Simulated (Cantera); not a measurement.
Charge: 1 mol Fe, 0.11 mol HCl, at 101000 Pa.

Equilibrium computed with Cantera from the NASA thermochemical tables; the gas is ideal and each condensed phase is pure. Candidate condensed phases: Fe, FeCl2, FeCl3; 11 gas species. Equilibrium is a limit: real reactors are often held back by kinetics, nucleation or transport. All values below are at 1573 K.

Base state: HCl 0.351, H2 0.326, FeCl2 0.321, Fe2Cl4 0.00245, FeCl3 0.000154, H 2.31e-5, Cl 1.97e-5 (mole fractions); condensed: Fe(γ).

Question: What changes in the equilibrium state with this change: pressure from 101000 Pa to 1330 Pa?

Answer: 
| species | before | after |
|---|---|---|
| HCl | 0.351 | 0.352 |
| H2 | 0.326 | 0.324 |
| FeCl2 | 0.321 | 0.324 |
| Fe2Cl4 | 0.00245 | 3.29e-5 |
| Fe | 6.49e-7 | 4.93e-5 |
| Cl | 1.97e-5 | 0.000173 |
| Fe(γ), mol | 0.964 | 0.964 |
